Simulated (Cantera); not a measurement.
Input: 1 mol Pb, 0.0013 mol H₂S, 2.8 mol H₂, held at 77.0 Pa.

Equilibrium computed with Cantera from the NASA thermochemical tables; the gas is ideal and each condensed phase is pure. Candidate condensed phases: Pb, PbS, S; 10 gas species. The numbers say what is thermodynamically allowed, not how fast it happens. All values below are at 1273 K.

Base state: H₂ 0.737, Pb 0.263, PbS 0.000334, H 2.21e-5 (mole fractions); condensed: gas only.

What changes in the equilibrium state with this change: Pb replaced by Ni?


```tsv
species	before	after
H₂	0.737	1.000
H₂S	8.17e-6	0.000454
H	2.21e-5	2.57e-5
Pb	0.263	0
PbS	0.000334	0
Ni(s), mol	0	1.00
```
Further candidate phases: Ni, NiS, NiS₂, Ni₃S₂, Ni₃S₄.
